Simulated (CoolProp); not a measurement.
Vapour-liquid equilibrium of R125 (1) + R134a (2) at 1.03 bar; x and y are mole fractions of (1).

Values from CoolProp's multi-fluid Helmholtz-energy mixture model, Lemmon 2005 and Tillner-Roth 1994; pair parameters Lemmon 2004.

Question: Give the bubble temperature and the first vapour's composition at x = 0.275, 0.65, 0.95. Is there an azeotrope?

Answer: x = 0.275: -34.4 °C, y = 0.509; x = 0.65: -42.4 °C, y = 0.837; x = 0.95: -47.1 °C, y = 0.981. No azeotrope shows between x = 0.05 and 0.95.

The pair parameters rest on a limited set of measurements; away from them the model extrapolates.
